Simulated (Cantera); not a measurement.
Ignition delay

Mixture: 28.6 % CO, 8.29 % H₂, 8.78 % O₂, 54.3 % N₂, at 9.87 atm, adiabatic and at constant pressure. Ignition delay is the time to a rise of 400 K.

Detailed kinetics in Cantera: GRI-Mech 3.0 (53 species, 325 reactions). The hydrogen kinetics of GRI-Mech 3.0 are dated; newer H2 mechanisms differ, most at raised pressure. Where the delays flatten at high temperature, the 400 K rule measures the pace of heat release, not the induction time.

```csv
T0 (K),delay (ms)
1150,0.0880
1225,0.0211
1300,0.00920
1375,0.00558
1450,0.00396
1525,0.00308
1600,0.00255
1675,0.00221
1750,0.00198
```
